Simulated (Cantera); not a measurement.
## Ammonia decomposition in nitride growth gas

An isothermal, constant-pressure homogeneous reactor starts with 6.25 % NH3, 93.8 % N2, at 1700 K and 1.00 bar.

Detailed kinetics in Cantera: the gas-phase N/H chemistry of the illustrative SiF4/NH3 mechanism in the Surface Chemkin manual (1991). Walls and surfaces, which speed up NH3 decomposition in real reactors, are not modelled.

| t (s) | x NH3 | x NH | x N2H4 | x N2 | x H |
|---|---|---|---|---|---|
| 0.000200 | 0.0625 | 4.01e-9 | 2.54e-10 | 0.937 | 1.95e-8 |
| 0.000616 | 0.0625 | 4.27e-8 | 2.38e-9 | 0.937 | 2.33e-8 |
| 0.00190 | 0.0624 | 1.89e-7 | 1.67e-8 | 0.937 | 5.61e-8 |
| 0.00585 | 0.0623 | 3.09e-7 | 3.12e-8 | 0.937 | 1.69e-7 |
| 0.0180 | 0.0617 | 3.68e-7 | 2.89e-8 | 0.937 | 4.52e-7 |
| 0.0555 | 0.0601 | 4.75e-7 | 2.39e-8 | 0.937 | 1.23e-6 |
| 0.171 | 0.0555 | 5.77e-7 | 1.76e-8 | 0.935 | 3.28e-6 |
| 0.527 | 0.0441 | 5.72e-7 | 1.07e-8 | 0.930 | 8.37e-6 |
| 1.62 | 0.0247 | 4.22e-7 | 3.95e-9 | 0.922 | 1.86e-5 |
| 5.00 | 0.00802 | 2.01e-7 | 5.86e-10 | 0.915 | 3.17e-5 |
x: mole fraction; the columns are a selection and need not sum to one.

Equilibrium at this temperature and pressure: NH3 9.01e-7, NH 3.36e-11, N2H4 <1e-12, N2 0.912, H 4.41e-5 (gas phase only).
